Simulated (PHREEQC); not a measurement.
1 kg of water meets 20 L of dry gas (N2 0.44, O2 0.56 by moles) at fixed total pressure, at 100 °C; fugacities by Peng-Robinson. The gases take part in no redox reaction, some water evaporates into the gas, and hydrates or a liquid gas phase aren't modelled. Precipitation was switched off in this run.

Model: ion-association model, phreeqc.dat, run in PHREEQC.

```csv
P (atm),dissolved N2 (mol/kgw),φ of N2,p of N2 (atm),dissolved O2 (mol/kgw),φ of O2
2,0.000202,1.005,0.438,0.000428,1.001
5,0.000803,1.003,1.75,0.00170,0.998
10,0.00180,1.003,3.95,0.00380,0.996
20,0.00376,1.004,8.33,0.00792,0.993
30,0.00569,1.004,12.7,0.0119,0.991
40,0.00759,?,17.1,0.0158,0.988
50,0.00946,1.007,21.5,0.0196,0.986
75,0.0140,1.011,32.4,0.0287,0.981
100,0.0184,1.016,43.4,0.0371,0.977
150,0.0267,1.029,65.3,0.0527,0.971
200,0.0345,?,87.2,0.0665,0.969
300,0.0489,?,131,0.0902,0.973
400,0.0621,1.137,175,0.110,0.987
```

**Question.** Some entries are withheld; supply them.

**Answer.** 
- 40, φ of N2: 1.006
- 200, φ of N2: 1.045
- 300, φ of N2: 1.086

Away from 25 °C the constants follow the database's enthalpies or fits; those with neither stay at their 25 °C values.
